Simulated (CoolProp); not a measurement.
A single-stage vapour-compression cycle with the fluid: evaporating at 228.15 K (dew point), condensing at 292.15 K (bubble point), superheat 10 K, subcooling 2 K, compressor efficiency 0.85, no pressure losses. The same conditions are run with several fluids, on thermodynamics alone (safety and materials aside).

Computed with CoolProp (reference Helmholtz-energy equation of state of each fluid (C3F8 (R218): Lemmon 2006; nitrous oxide: Lemmon 2006; R227EA: Lemmon 2016; fluoroethane (R161): Wu 2012; trans-2-butene: Lemmon 2005; propane: Lemmon 2009)).

Question: Rank C3F8 (R218), nitrous oxide, R227EA, fluoroethane (R161), trans-2-butene, propane by cooling COP, highest first.

Answer: trans-2-butene (2.44), fluoroethane (R161) (2.34), propane (2.31), R227EA (2.11), nitrous oxide (1.86), C3F8 (R218) (1.78)

```tsv
fluid	pressure ratio	discharge temperature (K)	refrigerating effect (kJ/kg)	volumetric capacity (kJ/m³)
C3F8 (R218)	10.7	292.1	50.8	344
nitrous oxide	6.31	380.4	200	3830
R227EA	15.5	297.9	82.9	176
fluoroethane (R161)	11.0	356.0	315	556
trans-2-butene	16.6	329.9	323	108
propane	9.15	327.9	293	599
```

The compression ends wet for: C3F8 (R218).
